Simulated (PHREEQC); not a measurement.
NaOH is added in steps, without added water, to 1 kg of water holding 0.0016 mol HF, 0.05 mol KF and 3.5e-05 mol H3PO4, at 25 °C. O2 is buffered at 0.21 atm. CO2 from the air is kept out. No solid was allowed to form.

Base run: PHREEQC, ion-association model, wateq4f.dat. Each further column changes one thing. The table gives PO4-3 (mol/kgw).

| NaOH added (mol) | base | all activity coefficients set to 1 | database phreeqc.dat | Davies equation for every ion | metal-ligand complexes left out |
|---|---|---|---|---|---|
| 0 | 0 | 0 | 0 | 0 | 0 |
| 0.0005531 | 2.12e-14 | 0 | 2.31e-14 | 2.25e-14 | 2.12e-14 |
| 0.0009219 | 4.95e-14 | ___ | 5.42e-14 | 5.26e-14 | 4.96e-14 |
| 0.001475 | 9.51e-13 | 3.15e-13 | 1.05e-12 | 1.01e-12 | 9.55e-13 |
| 0.002028 | 1.12e-6 | 5.05e-7 | ___ | 1.16e-6 | 1.17e-6 |
| 0.002397 | 2.20e-6 | ___ | 2.39e-6 | 2.28e-6 | 2.30e-6 |
| 0.00295 | 3.71e-6 | ___ | 4.02e-6 | ___ | 3.86e-6 |
| 0.003503 | 5.09e-6 | 2.44e-6 | 5.50e-6 | 5.25e-6 | 5.29e-6 |
| 0.003872 | 5.95e-6 | 2.88e-6 | ___ | 6.13e-6 | 6.18e-6 |
| 0.004425 | 7.15e-6 | 3.53e-6 | 7.70e-6 | 7.37e-6 | 7.42e-6 |
| 0.004978 | 8.26e-6 | ___ | 8.87e-6 | 8.50e-6 | 8.56e-6 |
| 0.005347 | 8.96e-6 | 4.55e-6 | 9.61e-6 | 9.21e-6 | 9.28e-6 |
| 0.0059 | 9.94e-6 | 5.13e-6 | 1.06e-5 | 1.02e-5 | 1.03e-5 |

### Question
Fill in the missing entries.

### Answer

- 0.0009219, all activity coefficients set to 1: 1.62e-14
- 0.002028, database phreeqc.dat: 1.22e-6
- 0.002397, all activity coefficients set to 1: 1.01e-6
- 0.00295, all activity coefficients set to 1: 1.74e-6
- 0.00295, Davies equation for every ion: 3.83e-6
- 0.003872, database phreeqc.dat: 6.42e-6
- 0.004978, all activity coefficients set to 1: 4.15e-6

H3PO4, which wateq4f.dat lacks, is added to it with the constant of phreeqc.dat.  phreeqc.dat and wateq4f.dat share most of their constants, so their agreement is no independent check.
